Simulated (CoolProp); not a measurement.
Properties of the fluoroketone C6F12O (FK-5-1-12) along the isobar 10500 kPa.

The numbers come from the reference Helmholtz-energy equation of state, McLinden 2015 in CoolProp.

```
T (°C)          phase  density (kg/m³)  cp (kJ/(kg K))  Joule-Thomson coefficient (K/MPa)  isothermal compressibility (1/MPa)  fugacity coefficient
------  -------------  ---------------  --------------  ---------------------------------  ----------------------------------  --------------------
18.85          liquid             1662           1.083                            -0.3068                            0.002077              0.006582
44.85          liquid             1595           1.094                            -0.2743                            0.002727               0.01738
70.85          liquid             1526           1.111                            -0.2302                                 [?]               0.03765
96.85          liquid             1454             [?]                            -0.1723                            0.004906               0.07009
122.85         liquid             1379           1.157                           -0.09711                                 [?]                0.1160
148.85         liquid             1301           1.183                                [?]                            0.009326                0.1748
174.85  supercritical             1219           1.212                             0.1286                             0.01309                0.2443
200.85  supercritical             1133           1.239                             0.2897                             0.01844                0.3211
226.85  supercritical              [?]           1.262                                [?]                             0.02554                   [?]
```

**Question.** Some entries are withheld; supply them.

**Answer.** 
- 70.85, isothermal compressibility (1/MPa): 0.003632
- 96.85, cp (kJ/(kg K)): 1.132
- 122.85, isothermal compressibility (1/MPa): 0.006719
- 148.85, Joule-Thomson coefficient (K/MPa): 0.0009185
- 226.85, density (kg/m³): 1045
- 226.85, Joule-Thomson coefficient (K/MPa): 0.4750
- 226.85, fugacity coefficient: 0.4015
